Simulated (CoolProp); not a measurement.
The fluid at 293.15 K and 8.09 MPa flows at 2.6 m/s in a round tube of 2 mm bore and 45 µm roughness, fully developed (64/Re and Nu = 3.66 if laminar; Colebrook and Gnielinski if turbulent). The same conditions are run with several fluids, on thermodynamics alone (safety and materials aside).

Model: reference Helmholtz-energy equation of state of each fluid (R404A: Lemmon 2003; R236FA: Pan 2012; R245fa: Akasaka 2015; isobutane: Bücker 2006; ethane: Bücker 2006), in CoolProp. Blends and air are pseudo-pure fits.

Rank R404A, R236FA, R245fa, isobutane, ethane by Reynolds number, highest first.

ethane (37200), R404A (36200), R236FA (21000), isobutane (16600), R245fa (15400)

```csv
fluid,Darcy friction factor,pressure drop (Pa/m),heat-transfer coefficient (W/(m² K)),mass flow (kg/h)
R404A,0.0519,98400,12200,33.0
R236FA,0.0526,125000,8850,41.5
R245fa,0.0532,123000,8270,40.4
isobutane,0.0530,51100,7940,16.8
ethane,0.0519,33800,13100,11.3
```

Transport values come from each fluid's own correlations; those of R236FA, R245fa are estimates that may be off by 10 % or more.
